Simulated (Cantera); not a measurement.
Moist CO burnout

An isothermal, constant-pressure homogeneous reactor starts with CO : O2 : H2O : N2 : H2 = 0.0014 : 0.081 : 0.012 : 1 : 0.0039 (molar parts), equivalence ratio 0.033, at 975 K and 3.95 atm.

Computed with Cantera and GRI-Mech 3.0 (53 species, 325 reactions). The hydrogen kinetics of GRI-Mech 3.0 are dated; newer H2 mechanisms differ, most at raised pressure.

```tsv
t (s)	x CO	x O2	x H2O	x CO2	x H2	x O
6.00e-6	0.00127	0.0738	0.0109	1.35e-12	0.00355	1.47e-12
3.39e-5	0.00127	0.0738	0.0109	7.97e-12	0.00355	6.30e-12
0.000192	0.00127	0.0738	0.0109	4.95e-11	0.00355	1.17e-11
0.00108	0.00127	0.0738	0.0109	3.27e-10	0.00355	1.23e-11
0.00613	0.00127	0.0738	0.0109	3.21e-9	0.00355	1.59e-11
0.0346	0.00127	0.0738	0.0109	8.90e-8	0.00355	6.52e-11
0.196	0.00119	0.0733	0.0117	8.23e-5	0.00278	5.51e-8
1.11	0.000660	0.0719	0.0143	0.000617	0.000180	1.06e-8
6.26	0.000306	0.0717	0.0145	0.000972	4.41e-6	1.73e-9
35.4	5.81e-5	0.0715	0.0145	0.00122	2.36e-8	1.64e-10
200	2.20e-6	0.0715	0.0145	0.00128	1.41e-9	5.69e-12
```
x: mole fraction; the columns are a selection and need not sum to one.

Equilibrium at this temperature and pressure: CO <1e-12, O2 0.0715, H2O 0.0145, CO2 0.00128, H2 1.11e-12, O 9.71e-12 (gas phase only).
